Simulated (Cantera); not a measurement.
A perfectly stirred reactor is fed with CH4 : O2 : N2 : H2O = 1 : 4.55 : 17.1 : 1.6 (molar parts), equivalence ratio 0.44, at 4.93 atm; it is adiabatic with a 673 K inlet, and is followed from long to short residence time, starting on the burning branch (τ in s: 0.18, 0.08, 0.036, 0.016, 0.0072, 0.0032, 0.0014, 0.00065, 0.00029, 0.00013, 5.8e-05).

Detailed kinetics in Cantera: GRI-Mech 3.0 (53 species, 325 reactions).

### Question
What does this change do: CH4 1 to 1.3 parts?

### Answer
```tsv
quantity	before	after
blow-out, bracketed by the residence times tried	burning at 1.40 ms, out at 0.650 ms	burning at 0.130 ms, out at 58.0 µs
x(CH4) at τ = 0.180 s	8.61e-6	2.71e-6
x(O2) at τ = 0.180 s	0.105	0.0793
x(H2O) at τ = 0.180 s	0.148	0.171
x(HCN) at τ = 0.180 s	5.08e-10	4.04e-9
x(HO2) at τ = 0.180 s	1.18e-6	1.39e-6
x(CH4) at τ = 3.20 ms	0.000183	6.04e-5
x(O2) at τ = 3.20 ms	0.106	0.0797
x(H2O) at τ = 3.20 ms	0.148	0.170
x(HCN) at τ = 3.20 ms	3.44e-9	1.59e-8
x(HO2) at τ = 3.20 ms	2.02e-5	7.09e-6
```
